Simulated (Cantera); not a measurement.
Input (Python, Cantera):

```python
import numpy as np
import cantera as ct

gas = ct.Solution("h2o2.yaml")
gas.TPX = 650, 270000, {'H2': 1, 'O2': 0.385, 'N2': 1.12}
flame = ct.FreeFlame(gas, width=0.02)
flame.set_refine_criteria(ratio=3, slope=0.08, curve=0.16)
flame.transport_model = "mixture-averaged"
flame.solve(loglevel=0, auto=True)
z, T = flame.grid, flame.T
thick = (T[-1] - T[0]) / np.gradient(T, z).max()
show = ['H2', 'O2', 'O', 'H2O', 'HO2', 'H']
print(f"laminar burning velocity  {flame.velocity[0] * 100:.3f} cm/s")
print(f"burnt temperature         {T[-1]:.1f} K")
print(f"thermal thickness         {thick * 1e3:.4f} mm")
print(f"grid points               {len(z)}")
z0 = z[flame.heat_release_rate.argmax()]
print(f"{'z/mm':>9s}{'T/K':>9s}{'u/(m/s)':>9s}" + "".join(f"{s:>11s}" for s in show))
rows = []
for k in (-3, -2, -1.5, -1, -0.5, -0.25, 0, 0.25, 0.5, 1, 2, 4, 8):
    zz = z0 + k * thick
    rows.append([k * thick, np.interp(zz, z, T), np.interp(zz, z, flame.velocity),
                 *(np.interp(zz, z, flame.X[gas.species_index(s)]) for s in show)])
    print(f"{rows[-1][0] * 1e3:9.3f}{rows[-1][1]:9.1f}{rows[-1][2]:9.3f}" + "".join(f"{x:11.3e}" for x in rows[-1][3:]))
```

Output:

```
laminar burning velocity  1255.328 cm/s
burnt temperature         2736.8 K
thermal thickness         0.1241 mm
grid points               133
     z/mm      T/K  u/(m/s)         H2         O2          O        H2O        HO2          H
   -0.372    650.0   12.553  3.992e-01  1.537e-01  1.779e-15  9.822e-13  2.553e-12  8.266e-16
   -0.248    650.0   12.553  3.992e-01  1.537e-01  1.391e-12  2.332e-10  7.471e-10  2.283e-12
   -0.186    650.0   12.553  3.992e-01  1.537e-01  3.021e-11  3.011e-09  1.108e-08  1.095e-10
   -0.124    650.0   12.553  3.992e-01  1.537e-01  2.830e-09  1.683e-07  6.881e-07  3.143e-08
   -0.062    666.4   12.808  3.956e-01  1.539e-01  8.768e-06  5.649e-04  3.514e-04  1.703e-04
   -0.031    898.4   16.812  3.597e-01  1.488e-01  4.755e-04  2.042e-02  4.593e-04  7.443e-03
    0.000   1394.4   25.123  2.408e-01  1.035e-01  6.106e-03  1.194e-01  2.060e-04  4.734e-02
    0.031   1748.1   31.025  1.359e-01  3.901e-02  1.106e-02  2.354e-01  7.303e-05  7.930e-02
    0.062   1916.7   33.722  1.094e-01  1.837e-02  1.122e-02  2.725e-01  3.181e-05  7.962e-02
    0.124   2092.0   36.385  1.065e-01  1.150e-02  9.558e-03  2.884e-01  1.747e-05  6.651e-02
    0.248   2269.6   38.959  1.083e-01  8.411e-03  7.027e-03  3.009e-01  1.099e-05  5.070e-02
    0.497   2437.3   41.293  1.086e-01  5.633e-03  4.554e-03  3.149e-01  6.567e-06  3.647e-02
    0.993   2577.7   43.178  1.078e-01  3.386e-03  2.632e-03  3.283e-01  3.745e-06  2.520e-02
```

Cantera simulation using the H2/O2 subset of GRI-Mech 3.0, which has no nitrogen chemistry; the numbers are that mechanism's predictions, not measurements. The hydrogen kinetics of GRI-Mech 3.0 are dated; newer H2 mechanisms differ, most at raised pressure. Burning velocities carry a grid error of a few per cent, more on coarse grids.
